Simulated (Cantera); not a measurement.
Feed: 1 mol borazine, 0.56 mol O2, 59 mol H2, 2.5 mol H2O, held at 240 Pa.

Cantera equilibrium calculation (NASA polynomials, part measured and part estimated; ideal gas, pure solids and liquids). Candidate condensed phases: B, BN, B2O3, B3O3H3, H2O; 39 gas species. The feed counts by its element totals alone. Rates play no part.

### Question
At 2323 K, list the 7 most abundant gas species with their mole fractions, and the condensed phases.

### Answer
H2 0.745, H 0.192, BO 0.0257, N2 0.0198, HBO 0.00906, H2O 0.00401, HBO2 0.00335. Condensed: gas only.
